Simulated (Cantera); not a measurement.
Standard-state values (1 bar) from the NASA 1993 polynomials, evaluated with Cantera. Values are per mole of reaction as written; species without (g) are pure solids or liquids, kept so even where they would boil at 1 bar.

2 SiH4(g) + CH4(g) ⇌ Si2C(g) + 12 H(g)

```tsv
T (K)	ΔH° (kJ)	ΔS° (J/K)	ΔG° (kJ)	log10 K
375	[?]	[?]	[?]	[?]
475	3185.6	1097.9	2664.1	-292.96
575	3198.9	1123.3	2553.0	-231.92
675	3210.5	1141.9	2439.7	-188.79
775	3220.4	1155.7	2324.8	-156.69
875	[?]	[?]	[?]	[?]
975	3236.4	1174.1	2091.7	-112.06
1075	3242.7	1180.3	1973.9	-95.91
1175	[?]	[?]	[?]	[?]
1275	3252.9	1189.0	1736.9	-71.16
```

Some entries are withheld; supply them.


- 375, ΔH° (kJ): 3170.5
- 375, ΔS° (J/K): 1061.9
- 375, ΔG° (kJ): 2772.2
- 375, log10 K: -386.14
- 875, ΔH° (kJ): 3229.0
- 875, ΔS° (J/K): 1166.1
- 875, ΔG° (kJ): 2208.7
- 875, log10 K: -131.85
- 1175, ΔH° (kJ): 3248.2
- 1175, ΔS° (J/K): 1185.2
- 1175, ΔG° (kJ): 1855.6
- 1175, log10 K: -82.49
